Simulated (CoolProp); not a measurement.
Saturation properties of dimethyl carbonate (Tc = 283.9 °C, pc = 4.909 MPa, ω = 0.346).

Model: reference Helmholtz-energy equation of state, Zhou 2011, in CoolProp.

```json
[
 {"T (°C)": "69.35", "p (MPa)": "0.04983", "liquid density (kg/m³)": "1003", "enthalpy of vaporisation (kJ/kg)": "389.8", "liquid cp (kJ/(kg K))": "1.910", "surface tension (mN/m)": "21.9"},
 {"T (°C)": "83.45", "p (MPa)": "0.08157", "liquid density (kg/m³)": "983.5", "enthalpy of vaporisation (kJ/kg)": "380.3", "liquid cp (kJ/(kg K))": "1.942", "surface tension (mN/m)": "19.9"},
 {"T (°C)": "97.65", "p (MPa)": "0.1281", "liquid density (kg/m³)": "963.1", "enthalpy of vaporisation (kJ/kg)": "370.3", "liquid cp (kJ/(kg K))": "1.977", "surface tension (mN/m)": "18.0"},
 {"T (°C)": "111.75", "p (MPa)": "0.1929", "liquid density (kg/m³)": "942.4", "enthalpy of vaporisation (kJ/kg)": "360.1", "liquid cp (kJ/(kg K))": "2.016", "surface tension (mN/m)": "16.1"},
 {"T (°C)": "125.85", "p (MPa)": "0.2809", "liquid density (kg/m³)": "921.1", "enthalpy of vaporisation (kJ/kg)": "349.5", "liquid cp (kJ/(kg K))": "2.056", "surface tension (mN/m)": "14.3"},
 {"T (°C)": "140.05", "p (MPa)": "0.3981", "liquid density (kg/m³)": "899.0", "enthalpy of vaporisation (kJ/kg)": "338.2", "liquid cp (kJ/(kg K))": "2.100", "surface tension (mN/m)": "12.6"},
 {"T (°C)": "154.15", "p (MPa)": "0.5483", "liquid density (kg/m³)": "876.1", "enthalpy of vaporisation (kJ/kg)": "326.3", "liquid cp (kJ/(kg K))": "2.147", "surface tension (mN/m)": "10.9"},
 {"T (°C)": "168.25", "p (MPa)": "0.7383", "liquid density (kg/m³)": "852.2", "enthalpy of vaporisation (kJ/kg)": "?", "liquid cp (kJ/(kg K))": "2.199", "surface tension (mN/m)": "9.27"},
 {"T (°C)": "182.45", "p (MPa)": "0.9764", "liquid density (kg/m³)": "826.9", "enthalpy of vaporisation (kJ/kg)": "299.7", "liquid cp (kJ/(kg K))": "2.259", "surface tension (mN/m)": "7.73"},
 {"T (°C)": "196.55", "p (MPa)": "1.266", "liquid density (kg/m³)": "800.2", "enthalpy of vaporisation (kJ/kg)": "284.6", "liquid cp (kJ/(kg K))": "2.329", "surface tension (mN/m)": "?"},
 {"T (°C)": "210.65", "p (MPa)": "1.618", "liquid density (kg/m³)": "771.4", "enthalpy of vaporisation (kJ/kg)": "267.8", "liquid cp (kJ/(kg K))": "2.419", "surface tension (mN/m)": "4.91"},
 {"T (°C)": "224.85", "p (MPa)": "2.043", "liquid density (kg/m³)": "739.4", "enthalpy of vaporisation (kJ/kg)": "248.4", "liquid cp (kJ/(kg K))": "2.544", "surface tension (mN/m)": "3.64"},
 {"T (°C)": "238.95", "p (MPa)": "2.547", "liquid density (kg/m³)": "703.1", "enthalpy of vaporisation (kJ/kg)": "225.5", "liquid cp (kJ/(kg K))": "2.734", "surface tension (mN/m)": "2.49"},
 {"T (°C)": "253.15", "p (MPa)": "3.151", "liquid density (kg/m³)": "658.8", "enthalpy of vaporisation (kJ/kg)": "196.6", "liquid cp (kJ/(kg K))": "3.080", "surface tension (mN/m)": "1.47"},
 {"T (°C)": "267.25", "p (MPa)": "3.867", "liquid density (kg/m³)": "598.9", "enthalpy of vaporisation (kJ/kg)": "?", "liquid cp (kJ/(kg K))": "3.952", "surface tension (mN/m)": "0.625"}
]
```

Complete the blanks.


- 168.25, enthalpy of vaporisation (kJ/kg): 313.6
- 196.55, surface tension (mN/m): 6.28
- 267.25, enthalpy of vaporisation (kJ/kg): 156.4

It boils at 90.1 °C under 1 atm.

Surface tension comes from a separate correlation (Mulero 2014).
